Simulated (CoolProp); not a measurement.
Propane along the isobar 0.844 MPa: fugacity coefficient from the reference equation and from simpler models built on Tc = 369.9 K, pc = 4.251 MPa, ω = 0.152; each cubic takes its own stable root.

Values from CoolProp's reference Helmholtz-energy equation of state, Lemmon 2009.

| T (K) | phase | reference | van der Waals | Peng-Robinson |
|---|---|---|---|---|
| 262.9 | liquid | 0.3802 | 0.8688 | 0.3799 |
| 284.6 | liquid | 0.6952 | 0.8908 | 0.6936 |
| 306.3 | gas | 0.8783 | 0.9080 | 0.8739 |
| 328 | gas | 0.9022 | 0.9217 | 0.8958 |
| 349.7 | gas | 0.9202 | 0.9328 | 0.9131 |
| 371.4 | gas | 0.9341 | 0.9419 | 0.9270 |
| 393.2 | gas | 0.9451 | 0.9495 | 0.9384 |
| 414.9 | gas | 0.9539 | 0.9558 | 0.9477 |
| 436.6 | gas | 0.9610 | 0.9611 | 0.9554 |
| 458.3 | gas | 0.9669 | 0.9657 | 0.9618 |
| 480 | gas | 0.9718 | 0.9696 | 0.9673 |
| 501.7 | gas | 0.9759 | 0.9729 | 0.9719 |
| 523.4 | gas | 0.9794 | 0.9759 | 0.9758 |

At some of these states van der Waals gives the other phase, because its saturation line lies elsewhere.
